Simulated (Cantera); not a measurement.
**Thermodynamics of boron, boron nitride and boron oxide, feed B2H6 + H2O + H2**

Input: 1 mol B2H6, a varied amount of H2O, 93 mol H2, held at 0.100 bar.

Equilibrium computed with Cantera from the NASA thermochemical tables; the gas is ideal and each condensed phase is pure. Candidate condensed phases: B, B2O3, B3O3H3, H2O; 23 gas species. The feed counts by its element totals alone. Mutual solubility and eutectic melting of coexisting phases are not modelled. Gases not in the tables: H3BO3. The numbers say what is thermodynamically allowed, not how fast it happens.

Stable condensed phases:

```
T in °C \ n(H2O) in mol
         0.72 0.97  1.3  1.7  2.3  3.2  4.2  5.7  7.7   10   14
   2127     A    A    A    B    B    B    B    B    B    B    B
   1977     A    A    A    A    B    B    B    B    B    B    B
   1827     A    A    A    A    B    B    B    B    B    B    B
   1677     A    A    A    A    B    B    B    B    B    B    B
   1527     A    A    A    A    B    B    B    B    B    B    B
   1377     A    A    A    A    B    B    B    B    B    B    B
   1227     A    A    A    A    C    C    C    C    C    B    B
   1077     A    D    D    D    D    C    C    C    C    C    C
    927     D    D    D    D    D    C    C    C    C    C    C
    777     D    D    D    D    D    C    C    C    C    C    C
    627     D    D    D    D    D    C    C    C    C    C    C
    477     D    D    D    D    D    C    C    C    C    C    C
```

A: B; B: gas only; C: B2O3; D: B + B2O3.
